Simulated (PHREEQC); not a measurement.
Make-up at 25 °C: 0.24 mol FeCl2 per kg of water. Closed to the air; pH follows from the charge balance.

Computed with PHREEQC (ion-association model, phreeqc.dat).

Precipitation was switched off in this run.

Problem. Estimate the pH, activity of water, ionic strength.

Solution. pH 5.38; activity of water 0.988; ionic strength 0.668 mol/kgw.

Problem. In which forms is Cl present?

Solution. Cl- 95 %, FeCl+ 5.4 % of the Cl.
